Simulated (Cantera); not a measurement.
# Ammonia decomposition in nitride growth gas

An isothermal, constant-pressure homogeneous reactor starts with 4.00 % NH3, 96.0 % H2, at 1600 K and 0.128 atm.

Computed with Cantera and the gas-phase N/H chemistry of the illustrative SiF4/NH3 mechanism in the Surface Chemkin manual (1991). Walls and surfaces, which speed up NH3 decomposition in real reactors, are not modelled.

```tsv
t (s)	x NH3	x H2	x N	x NH	x NH2	x N2H4	x N2
0.000200	0.0400	0.960	<1e-12	<1e-12	9.51e-9	<1e-12	<1e-12
0.00103	0.0400	0.960	<1e-12	1.74e-12	4.75e-8	<1e-12	<1e-12
0.00532	0.0400	0.960	<1e-12	4.63e-11	2.44e-7	<1e-12	4.98e-11
0.0274	0.0400	0.960	8.01e-12	1.22e-9	1.25e-6	5.72e-12	7.73e-9
0.141	0.0400	0.960	8.78e-10	2.80e-8	5.99e-6	1.31e-10	1.24e-6
0.729	0.0399	0.960	6.15e-9	1.03e-7	1.15e-5	4.74e-10	6.17e-5
3.76	0.0391	0.960	6.14e-9	1.02e-7	1.13e-5	4.61e-10	0.000449
19.4	0.0353	0.962	5.84e-9	9.52e-8	1.04e-5	3.89e-10	0.00226
100	0.0228	0.969	4.58e-9	6.99e-8	7.14e-6	1.84e-10	0.00829
```
x: mole fraction; the columns are a selection and need not sum to one.

Equilibrium at this temperature and pressure: NH3 8.07e-7, H2 0.981, N <1e-12, NH 3.36e-12, NH2 2.94e-10, N2H4 <1e-12, N2 0.0192 (gas phase only).
